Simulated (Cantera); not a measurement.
A closed system holds: 1 mol CuO, a varied amount of C, 0.043 mol CO, at 2152 °C and 0.100 bar.

Method: chemical equilibrium by Gibbs-energy minimisation in Cantera with the NASA 1993 tables (ideal gas, pure condensed phases). Candidate condensed phases: C, Cu, CuO, Cu2O; 15 gas species. Equilibrium is a limit: real reactors are often held back by kinetics, nucleation or transport.

### Question
Which condensed phases are stable at each of these points (n(C) (mol)): 0.69, 0.91, 1.2, 1.6, 2.1, 2.7, 3.5?

### Answer
| n(C) (mol) | condensed phases | Cu condensed (%) |
|---|---|---|
| 0.69 | gas only | 0.0 |
| 0.91 | gas only | 0.0 |
| 1.2 | C(graphite) | 0.0 |
| 1.6 | C(graphite) | 0.0 |
| 2.1 | C(graphite) | 0.0 |
| 2.7 | C(graphite) | 0.0 |
| 3.5 | C(graphite) | 0.0 |

From 0.69 mol C to 0.91 mol C nothing is condensed. From 1.2 mol C to 3.5 mol C the condensed part is C(graphite).
